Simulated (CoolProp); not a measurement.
Properties of propylene glycol along the isotherm 620 K (Tc = 674.0 K, pc = 7.292 MPa, ω = 0.327).

Model: reference Helmholtz-energy equation of state, Eisenbach 2021, in CoolProp.

```tsv
p (MPa)	phase	density (kg/m³)	cv (kJ/(kg K))	fugacity coefficient
6.63	liquid	686.0	3.270	0.4195
13.3	liquid	712.7	3.244	0.2407
19.9	liquid	732.7	3.228	0.1841
26.5	liquid	749.1	3.216	0.1576
33.1	liquid	(withheld)	(withheld)	0.1436
39.8	liquid	775.6	3.202	0.1358
46.4	liquid	786.6	3.197	0.1319
53	liquid	796.6	3.193	0.1306
59.7	liquid	805.9	3.191	0.1312
66.3	liquid	(withheld)	3.188	0.1332
72.9	liquid	822.4	3.187	0.1365
```

**Question.** Fill in the missing entries.

**Answer.** 
- 33.1, density (kg/m³): 763.1
- 33.1, cv (kJ/(kg K)): 3.208
- 66.3, density (kg/m³): 814.4
